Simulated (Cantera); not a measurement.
Feed: 1 mol Si, 0.0013 mol H2O, 20 mol N2, equilibrated at 0.428 Torr.

Equilibrium computed with Cantera from the NASA thermochemical tables; the gas is ideal and each condensed phase is pure. Candidate condensed phases: H2O, Si, SiO2, Si2N2O, Si3N4; 35 gas species. N2 is the only nitrogen source here; it is nearly inert below about 1500 K, so the nitride shown seldom forms there in practice. Mutual solubility and eutectic melting of coexisting phases are not modelled. Rates play no part.

What share of the Si ends up in condensed phases as a function of T (K), at 1398, 1498, 1598, 1698, 1798, 1898, 1998, 2098, 2198?


```tsv
T (K)	Si condensed (%)	as
1398	100.0	Si2N2O(s) + Si3N4(s)
1498	99.9	Si3N4(s)
1598	99.7	Si3N4(s)
1698	97.4	Si(l)
1798	88.3	Si(l)
1898	53.5	Si(l)
1998	0.0	-
2098	0.0	-
2198	0.0	-
```
